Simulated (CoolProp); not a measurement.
Vapour-liquid equilibrium of propylene (1) + dimethyl ether (2) at 191.3 K; x and y are mole fractions of (1).

Model: multi-fluid Helmholtz-energy mixture model, Lemmon 2013 and Wu 2011; pair parameters Bell 2016, in CoolProp.

Question: Give the bubble pressure and the first vapour's composition at x = 0.35, 0.5, 0.8. Is there an azeotrope?

Answer: x = 0.35: 0.008862 MPa, y = 0.733; x = 0.5: 0.01059 MPa, y = 0.819; x = 0.8: 0.01355 MPa, y = 0.932. No azeotrope shows between x = 0.05 and 0.95.

Pair parameters are fitted to limited data, so mixtures are less certain than the pure fluids.
